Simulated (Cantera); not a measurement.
An adiabatic, constant-pressure homogeneous reactor starts with H₂ : O₂ : N₂ = 1 : 0.385 : 3.85 (molar parts), equivalence ratio 1.3, at 1200 K and 690 Torr.

Detailed kinetics in Cantera: GRI-Mech 3.0 (53 species, 325 reactions).

Task: Predict: time of steepest temperature rise; temperature at 0.200 s; equilibrium temperature; x(H₂) at 0.200 s; x(O₂) at 0.200 s; x(O) at 0.200 s; x(H₂O₂) at 0.200 s; x(NO₂) at 0.200 s; x(NO) at 0.200 s.

Result: 
```
Property                                                              Result
---------------------------------  -----------------------------------------
time of steepest temperature rise                                    96.5 µs
temperature at 0.200 s                                                2240 K
equilibrium temperature                                               2239 K
x(H₂) at 0.200 s                       0.0472 (gas-phase equilibrium 0.0472)
x(O₂) at 0.200 s                     2.60e-5 (gas-phase equilibrium 2.60e-5)
x(O) at 0.200 s                      1.85e-5 (gas-phase equilibrium 1.85e-5)
x(H₂O₂) at 0.200 s                   2.91e-9 (gas-phase equilibrium 2.91e-9)
x(NO₂) at 0.200 s                    1.85e-9 (gas-phase equilibrium 1.98e-9)
x(NO) at 0.200 s                   0.000144 (gas-phase equilibrium 0.000154)
```
